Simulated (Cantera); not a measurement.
## Premixed flame

A freely propagating, adiabatic, planar premixed flame of CO : H₂ : O₂ : N₂ : CO₂ = 1 : 0.031 : 0.43 : 1.62 : 0.25 (molar parts), unburnt at 723 K and 4.93 atm; mixture-averaged transport, grid criteria slope 0.08 and curve 0.16, no radiation.

Computed with Cantera and GRI-Mech 3.0 (53 species, 325 reactions). The hydrogen kinetics of GRI-Mech 3.0 are dated; newer H2 mechanisms differ, most at raised pressure. Burning velocities carry a grid error of a few per cent, more on coarse grids.

| z (mm) | T (K) | u (m/s) | x CO | x H₂ | x O₂ | x H₂O₂ | x N₂O | x O |
|---|---|---|---|---|---|---|---|---|
| -0.533 | 723 | 0.987 | 0.300 | 0.00926 | 0.129 | <1e-8 | <1e-8 | <1e-8 |
| -0.356 | 723 | 0.986 | 0.300 | 0.00910 | 0.129 | 2.20e-8 | <1e-8 | <1e-8 |
| -0.267 | 723 | 0.987 | 0.300 | 0.00884 | 0.129 | 1.52e-7 | <1e-8 | <1e-8 |
| -0.178 | 726 | 0.989 | 0.300 | 0.00815 | 0.129 | 1.53e-6 | <1e-8 | <1e-8 |
| -0.0889 | 782 | 1.06 | 0.297 | 0.00607 | 0.127 | 3.47e-5 | 1.63e-8 | 3.41e-6 |
| -0.0444 | 1034 | 1.39 | 0.276 | 0.00391 | 0.115 | 5.83e-5 | 1.68e-7 | 0.000365 |
| 0 | 1462 | 1.91 | 0.223 | 0.00137 | 0.0838 | 1.83e-6 | 8.63e-7 | 0.00495 |
| 0.0444 | 1758 | 2.24 | 0.175 | 0.000585 | 0.0562 | 3.75e-7 | 1.48e-6 | 0.00924 |
| 0.0889 | 1926 | 2.42 | 0.150 | 0.000561 | 0.0432 | 2.05e-7 | 1.54e-6 | 0.00911 |
| 0.178 | 2098 | 2.60 | 0.129 | 0.000558 | 0.0336 | 1.11e-7 | 1.44e-6 | 0.00649 |
| 0.356 | 2247 | 2.76 | 0.112 | 0.000492 | 0.0256 | 6.02e-8 | 1.26e-6 | 0.00384 |
| 0.711 | 2363 | 2.87 | 0.0972 | 0.000419 | 0.0186 | 3.47e-8 | 9.61e-7 | 0.00220 |
| 1.42 | 2450 | 2.96 | 0.0853 | 0.000361 | 0.0128 | 2.14e-8 | 6.44e-7 | 0.00124 |
x: mole fraction of selected species; z is measured from the peak of heat release.

```json
{
  "laminar_burning_velocity": "98.7 cm/s",
  "thermal_thickness": "0.178 mm",
  "peak x(H₂O₂)": "6.88e-5",
  "peak x(O)": "0.00954",
  "grid_points": "113"
}
```
